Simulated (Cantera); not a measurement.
A closed system holds: 1 mol SiHCl3, 1 mol NH3, 62 mol H2, at 0.740 bar.

Points: T (K) = 1448, 1498, 1548, 1598, 1648, 1698, 1748, 1798, 1848, 1898, 1948.

Cantera's Mixture.equilibrate('TP', solver="vcs", rtol=1e-11, max_steps=5000) on the NASA tables stopped like this:

```
ERROR: FAILURE its = 5001!

*******************************************************************************
CanteraError thrown by MultiPhase::equilibrate:
VCS solver failed. Return code: -1
*******************************************************************************
```

Q: What got this run through?

A: This is not unique; one that fits is The failure is numerical, not chemical. The same input converged with solver="gibbs", rtol=1e-10, max_steps=50000, and the result passed a check of the equilibrium conditions:
```
log10 of partial pressures in bar; condensed amounts in mol
       T/K        H2       HCL        N2     SiCL2         H     SiCL3    Si(cr)     Si(L)  Si3N4(a)
      1448    -0.149    -1.561    -4.522    -2.660    -5.110    -3.599         0         0    0.2487
      1498    -0.149    -1.559    -4.125    -2.607    -4.839    -3.690         0         0    0.2467
      1548    -0.149    -1.562    -3.764    -2.561    -4.586    -3.782         0         0    0.2424
      1598    -0.149    -1.569    -3.454    -2.509    -4.348    -3.864         0         0    0.2344
      1648    -0.149    -1.579    -3.176    -2.459    -4.125    -3.942   0.01254         0    0.2204
      1698    -0.150    -1.579    -2.823    -2.453    -3.915    -4.047         0    0.1232    0.1833
      1748    -0.151    -1.574    -2.435    -2.473    -3.717    -4.166         0    0.4295   0.08663
      1798    -0.153    -1.569    -2.251    -2.494    -3.530    -4.279         0    0.7036         0
      1848    -0.153    -1.564    -2.252    -2.513    -3.352    -4.387         0     0.716         0
      1898    -0.153    -1.559    -2.252    -2.532    -3.183    -4.489         0    0.7265         0
      1948    -0.153    -1.555    -2.252    -2.551    -3.024    -4.587         0    0.7347         0
```

The gas is ideal and each condensed phase is pure. Mutual solubility and eutectic melting of coexisting phases are not modelled. The tables' values for SiCl3, SiCl are old estimates; treat these amounts as uncertain. Gases not in the tables: Si2H6 and higher silanes.
